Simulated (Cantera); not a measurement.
# Counterflow diffusion flame

A counterflow diffusion flame at 1.00 atm, nozzles 20 mm apart: fuel side H2 = 1 (molar parts) at 350 K, oxidiser side O2 : N2 = 0.23 : 0.77 (molar parts) at 650 K, fuel mass flux 0.41 times the oxidiser's; mixture-averaged transport, no radiation.

Model: the H2/O2 subset of GRI-Mech 3.0, which has no nitrogen chemistry, integrated in Cantera. The maximum strain rate includes the flame's own expansion and is several times the mean.

```csv
oxidiser flux (kg/m²/s),max strain (1/s),mean strain (1/s),T max (K),peak x OH,peak x H,peak x H2O,peak x HO2
0.61,842,234,2574,0.0267,0.0219,0.287,4.80e-5
0.84,1140,323,2530,0.0268,0.0241,0.284,5.92e-5
1.2,1600,461,2471,0.0267,0.0268,0.281,7.29e-5
1.6,2100,615,2425,0.0267,0.0294,0.279,8.39e-5
2.2,2890,845,2365,0.0265,0.0325,0.276,9.85e-5
3.1,4040,1190,2297,0.0259,0.0363,0.273,0.000115
4.3,5550,1650,2230,0.0252,0.0401,0.270,0.000130
```
x: mole fraction; the columns are a selection and need not sum to one.
